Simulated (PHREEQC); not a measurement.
PHREEQC input (ion-association model, wateq4f.dat):

```
SOLUTION_MASTER_SPECIES
  An  An-  0  An  62.0  # stands for a non-complexing anion
SOLUTION_SPECIES
  An- = An-
    -log_k 0
    -gamma 3.0 0
PHASES
  Fix_H+
    H+ = H+
    -log_k 0
SOLUTION 1
  temp 25
  units mmol/kgw
  pH 7 charge
  Cl 3.4
  Sr 1.7
  F 0.0056
  Na 100.006
  An 100
END
SELECTED_OUTPUT 1
  -reset false
  -pH true
  -pe true
  -ionic_strength true
  -water true
  -totals Cl F Na Sr
  -molalities Hfo_wOH Hfo_wOH2+ Hfo_wO- Hfo_sOH Hfo_sOH2+ Hfo_sO- Hfo_sOHSr+2 Hfo_wOSr+ Hfo_wOSrOH Hfo_wF
    Hfo_wOHF-
  -saturation_indices SrF2 Halite
USER_PUNCH 1
  -headings sigma psi
  10 PUNCH EDL("sigma", "Hfo"), EDL("psi", "Hfo")
PRINT
  -reset false
USE solution 1
SURFACE 1
  Hfo_wOH 0.000831461 600 0.37
  Hfo_sOH 2.07865e-05
EQUILIBRIUM_PHASES 1
  Fix_H+ -3 HAn 10
    -force_equality true
  O2(g) -0.68 10
END
# ... the last block is repeated for the other 16 points of pH, with NaOH or the acid as the point needs
```

Selected output (columns that matter, 12 of 17 rows; pH added in front):

```
pH	mu	F	Na	Sr	m_Hfo_wOH	m_Hfo_wOH2+	m_Hfo_wO-	m_Hfo_sOH	m_Hfo_sOH2+	m_Hfo_sO-	m_Hfo_sOHSr+2	si_Halite	sigma	psi
3	0.10674	1.5003e-06	0.10001	0.0017	1.4944e-05	0.00081241	6.2975e-09	3.7545e-07	2.0411e-05	1.5822e-10	1.9611e-10	-5.2786	0.36194	0.15113
3.38	0.10602	1.1662e-06	0.10001	0.0017	3.3608e-05	0.00079339	3.2614e-08	8.4468e-07	1.9941e-05	8.1969e-10	4.7968e-10	-5.2781	0.35338	0.15008
4.12	0.10556	1.0766e-06	0.10001	0.0017	0.0001269	0.00069951	5.2739e-07	3.1894e-06	1.7581e-05	1.3255e-08	2.9859e-09	-5.2778	0.31102	0.14367
4.5	0.10546	1.2238e-06	0.10001	0.0017	0.00020841	0.00061706	1.6126e-06	5.2358e-06	1.5502e-05	4.0512e-08	8.1399e-09	-5.2777	0.27358	0.13716
5.25	0.10533	1.9186e-06	0.10001	0.0016999	0.00038891	0.00043082	8.0428e-06	9.7346e-06	1.0784e-05	2.0131e-07	6.7015e-08	-5.2776	0.18749	0.11805
5.62	0.10528	2.4791e-06	0.10001	0.0016998	0.0004657	0.00034838	1.4262e-05	1.1574e-05	8.6582e-06	3.5444e-07	1.9969e-07	-5.2776	0.14809	0.10625
6.38	0.1052	3.8749e-06	0.10001	0.001698	0.00057525	0.00022001	3.4457e-05	1.306e-05	4.9951e-06	7.8229e-07	1.9488e-06	-5.2775	0.083583	0.078524
6.75	0.10516	4.4706e-06	0.10001	0.0016947	0.00060693	0.00017519	4.8169e-05	1.1333e-05	3.2712e-06	8.9943e-07	5.2831e-06	-5.2775	0.060441	0.063867
7.5	0.10508	5.2156e-06	0.10001	0.0016824	0.00063593	0.00010983	8.4352e-05	3.1756e-06	5.4844e-07	4.2122e-07	1.6641e-05	-5.2774	0.025866	0.032695
7.88	0.10507	5.3988e-06	0.10003	0.001676	0.00063416	8.8321e-05	0.00010431	9.9743e-07	1.3891e-07	1.6407e-07	1.9486e-05	-5.2773	0.011835	0.015744
8.62	0.10504	5.5418e-06	0.1002	0.0016167	0.0005583	4.2546e-05	0.00016783	1.2101e-07	9.2217e-09	3.6377e-08	2.062e-05	-5.2766	-0.0093724	-0.012541
9	0.10497	5.5662e-06	0.10038	0.0015345	0.00043126	1.795e-05	0.00023737	7.4432e-08	3.098e-09	4.0968e-08	2.0668e-05	-5.2757	-0.014759	-0.019481
```

The oxide is taken as insoluble; below pH 4 it would dissolve.
